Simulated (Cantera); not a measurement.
An isothermal, constant-pressure homogeneous reactor starts with CH₄ : N₂ = 1 : 6.6 (molar parts), at 1723 K and 0.0530 bar. Integrator tolerance rtol = 1e-08.

Cantera simulation using GRI-Mech 3.0 (53 species, 325 reactions); the numbers are that mechanism's predictions, not measurements. GRI-Mech 3.0 stops at C3 and has no aromatics, soot or wall deposition, so with more carbon than oxygen in the feed, carbon stays in small species such as C2H2 where larger ones or solid carbon would form.

### Question
What does this change do: 0.17 parts H2O added?

### Answer
```csv
quantity,before,after
x(CH₄) at 20.0 s,0.000109 (gas-phase equilibrium 5.91e-5),0.000252 (gas-phase equilibrium 6.03e-5)
x(C₂H₂) at 20.0 s,0.0581 (gas-phase equilibrium 0.0214),0.0463 (gas-phase equilibrium 0.0156)
x(C₂H₆) at 20.0 s,4.60e-10 (gas-phase equilibrium 1.46e-10),1.63e-9 (gas-phase equilibrium 1.35e-10)
x(H₂) at 20.0 s,0.174 (gas-phase equilibrium 0.174),0.196 (gas-phase equilibrium 0.196)
x(HCN) at 20.0 s,1.39e-5 (gas-phase equilibrium 0.0733),3.44e-5 (gas-phase equilibrium 0.0616)
x(C₂H₄) at 20.0 s,2.17e-5 (gas-phase equilibrium 8.01e-6),1.95e-5 (gas-phase equilibrium 6.57e-6)
```

### Question
What does this change do: CH4 1 to 7.2 parts?

### Answer
```tsv
quantity	before	after
x(CH₄) at 20.0 s	0.000109 (gas-phase equilibrium 5.91e-5)	0.000845 (gas-phase equilibrium 0.000706)
x(C₂H₂) at 20.0 s	0.0581 (gas-phase equilibrium 0.0214)	0.171 (gas-phase equilibrium 0.119)
x(C₂H₆) at 20.0 s	4.60e-10 (gas-phase equilibrium 1.46e-10)	1.01e-8 (gas-phase equilibrium 7.05e-9)
x(H₂) at 20.0 s	0.174 (gas-phase equilibrium 0.174)	0.513 (gas-phase equilibrium 0.513)
x(HCN) at 20.0 s	1.39e-5 (gas-phase equilibrium 0.0733)	3.94e-6 (gas-phase equilibrium 0.104)
x(C₂H₄) at 20.0 s	2.17e-5 (gas-phase equilibrium 8.01e-6)	0.000188 (gas-phase equilibrium 0.000131)
```
